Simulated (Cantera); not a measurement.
# N2O furnace oxynitridation

An isothermal, constant-pressure homogeneous reactor starts with N2O : H2O = 1 : 0.58 (molar parts), at 1575 K and 22.5 Torr.

Computed with Cantera and GRI-Mech 3.0 (53 species, 325 reactions). GRI-Mech 3.0 was tuned for natural gas; its chemistry of N2O as a main component is partial and can be far from experiment. Radical loss at walls, strong at low pressure, is not modelled. The temperature is held fixed by assumption; the heat of reaction is taken as removed at once.

| t (s) | x N2O | x H2O | x OH | x NO | x H2O2 |
|---|---|---|---|---|---|
| 5.00e-6 | 0.633 | 0.367 | 1.05e-6 | 2.25e-7 | <1e-12 |
| 2.29e-5 | 0.633 | 0.367 | 1.93e-5 | 4.17e-6 | 2.12e-10 |
| 0.000105 | 0.632 | 0.367 | 0.000249 | 5.50e-5 | 3.88e-8 |
| 0.000478 | 0.629 | 0.366 | 0.00124 | 0.000404 | 3.88e-7 |
| 0.00219 | 0.613 | 0.363 | 0.00171 | 0.00249 | 3.40e-7 |
| 0.0100 | 0.547 | 0.354 | 0.00170 | 0.0111 | 2.67e-7 |
| 0.0457 | 0.340 | 0.325 | 0.00160 | 0.0364 | 1.26e-7 |
| 0.209 | 0.0579 | 0.286 | 0.00133 | 0.0663 | 2.69e-8 |
| 0.956 | 0.000181 | 0.278 | 0.000666 | 0.0709 | 7.57e-9 |
| 4.37 | 6.23e-7 | 0.278 | 0.000583 | 0.0709 | 6.87e-9 |
| 20.0 | 6.18e-7 | 0.278 | 0.000583 | 0.0706 | 6.87e-9 |
x: mole fraction; the columns are a selection and need not sum to one.

Equilibrium at this temperature and pressure: N2O 1.18e-8, H2O 0.278, OH 0.000606, NO 0.00145, H2O2 7.42e-9 (gas phase only).
